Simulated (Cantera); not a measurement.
A perfectly stirred reactor is fed with CO : H2 : CH4 : O2 : N2 = 1 : 0.23 : 1 : 6.38 : 24 (molar parts), equivalence ratio 0.41, at 1.50 bar; it is adiabatic with a 623 K inlet, and is followed from long to short residence time, starting on the burning branch (τ in s: 0.022, 0.011, 0.0053, 0.0026, 0.0013, 0.00064, 0.00031, 0.00015, 7.6e-05, 3.7e-05, 1.8e-05, 9.1e-06).

Computed with Cantera and GRI-Mech 3.0 (53 species, 325 reactions).

Task: What does this change do: inlet temperature 623 to 525 K?

Result: 
```tsv
quantity	before	after
blow-out, bracketed by the residence times tried	burning at 0.310 ms, out at 0.150 ms	burning at 0.640 ms, out at 0.310 ms
x(CO) at τ = 22.0 ms	0.000888	0.00107
x(H2) at τ = 22.0 ms	7.92e-5	7.63e-5
x(CH4) at τ = 22.0 ms	2.44e-5	3.49e-5
x(C2H6) at τ = 22.0 ms	1.16e-9	3.18e-9
x(NO) at τ = 22.0 ms	5.26e-6	2.96e-6
x(CO) at τ = 0.310 ms	0.0208	0.0307
x(H2) at τ = 0.310 ms	0.00149	0.00705
x(CH4) at τ = 0.310 ms	0.000856	0.0307
x(C2H6) at τ = 0.310 ms	2.60e-7	<1e-12
x(NO) at τ = 0.310 ms	6.86e-7	<1e-12
```

Task: What does this change do: inlet temperature 623 to 500 K?

Result: 
```csv
quantity,before,after
"blow-out, bracketed by the residence times tried","burning at 0.310 ms, out at 0.150 ms","burning at 1.30 ms, out at 0.640 ms"
x(CO) at τ = 22.0 ms,0.000888,0.00114
x(H2) at τ = 22.0 ms,7.92e-5,7.63e-5
x(CH4) at τ = 22.0 ms,2.44e-5,3.86e-5
x(C2H6) at τ = 22.0 ms,1.16e-9,4.17e-9
x(NO) at τ = 22.0 ms,5.26e-6,2.52e-6
x(CO) at τ = 0.310 ms,0.0208,0.0307
x(H2) at τ = 0.310 ms,0.00149,0.00705
x(CH4) at τ = 0.310 ms,0.000856,0.0307
x(C2H6) at τ = 0.310 ms,2.60e-7,<1e-12
x(NO) at τ = 0.310 ms,6.86e-7,<1e-12
```

Task: What does this change do: pressure from 1.50 bar to 0.200 bar?

Result: 
| quantity | before | after |
|---|---|---|
| blow-out, bracketed by the residence times tried | burning at 0.310 ms, out at 0.150 ms | burning at 1.30 ms, out at 0.640 ms |
| x(CO) at τ = 22.0 ms | 0.000888 | 0.00340 |
| x(H2) at τ = 22.0 ms | 7.92e-5 | 0.000764 |
| x(CH4) at τ = 22.0 ms | 2.44e-5 | 3.59e-5 |
| x(C2H6) at τ = 22.0 ms | 1.16e-9 | 8.25e-11 |
| x(NO) at τ = 22.0 ms | 5.26e-6 | 4.12e-6 |
| x(CO) at τ = 0.310 ms | 0.0208 | 0.0307 |
| x(H2) at τ = 0.310 ms | 0.00149 | 0.00705 |
| x(CH4) at τ = 0.310 ms | 0.000856 | 0.0307 |
| x(C2H6) at τ = 0.310 ms | 2.60e-7 | <1e-12 |
| x(NO) at τ = 0.310 ms | 6.86e-7 | <1e-12 |
